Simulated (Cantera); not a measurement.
An isothermal, constant-pressure homogeneous reactor starts with 69.4 % NH3, 30.6 % N2, at 2400 K and 9800 Pa.

Cantera simulation using the gas-phase N/H chemistry of the illustrative SiF4/NH3 mechanism in the Surface Chemkin manual (1991); the numbers are that mechanism's predictions, not measurements. Walls and surfaces, which speed up NH3 decomposition in real reactors, are not modelled.

x: mole fraction; the columns are a selection and need not sum to one.

```json
[
 {"t (s)": "0.000400", "x NH3": "0.660", "x NH2": "(withheld)", "x N": "1.86e-6", "x N2H4": "1.29e-7", "x NH": "0.000102"},
 {"t (s)": "0.00124", "x NH3": "0.590", "x NH2": "(withheld)", "x N": "5.21e-6", "x N2H4": "8.63e-8", "x NH": "0.000124"},
 {"t (s)": "0.00383", "x NH3": "0.428", "x NH2": "(withheld)", "x N": "9.65e-6", "x N2H4": "4.41e-8", "x NH": "0.000135"},
 {"t (s)": "0.0119", "x NH3": "0.183", "x NH2": "(withheld)", "x N": "1.26e-5", "x N2H4": "1.23e-8", "x NH": "0.000113"},
 {"t (s)": "0.0367", "x NH3": "0.0188", "x NH2": "(withheld)", "x N": "1.43e-5", "x N2H4": "5.62e-10", "x NH": "5.64e-5"},
 {"t (s)": "0.114", "x NH3": "1.09e-5", "x NH2": "(withheld)", "x N": "3.00e-6", "x N2H4": "<1e-12", "x NH": "1.66e-6"},
 {"t (s)": "0.352", "x NH3": "5.16e-7", "x NH2": "(withheld)", "x N": "3.59e-7", "x N2H4": "<1e-12", "x NH": "1.46e-7"},
 {"t (s)": "1.09", "x NH3": "3.14e-7", "x NH2": "6.80e-8", "x N": "2.19e-7", "x N2H4": "<1e-12", "x NH": "8.87e-8"},
 {"t (s)": "3.37", "x NH3": "3.12e-7", "x NH2": "6.77e-8", "x N": "2.18e-7", "x N2H4": "<1e-12", "x NH": "8.82e-8"},
 {"t (s)": "10.4", "x NH3": "3.12e-7", "x NH2": "6.77e-8", "x N": "2.18e-7", "x N2H4": "<1e-12", "x NH": "8.82e-8"},
 {"t (s)": "32.3", "x NH3": "3.12e-7", "x NH2": "6.77e-8", "x N": "2.18e-7", "x N2H4": "<1e-12", "x NH": "8.82e-8"},
 {"t (s)": "100", "x NH3": "3.12e-7", "x NH2": "6.77e-8", "x N": "2.18e-7", "x N2H4": "<1e-12", "x NH": "8.82e-8"}
]
```

Question: What belongs in the gaps?

Answer: 
- 0.000400, x NH2: 0.00645
- 0.00124, x NH2: 0.00528
- 0.00383, x NH2: 0.00377
- 0.0119, x NH2: 0.00199
- 0.0367, x NH2: 0.000426
- 0.114, x NH2: 1.74e-6
- 0.352, x NH2: 1.12e-7
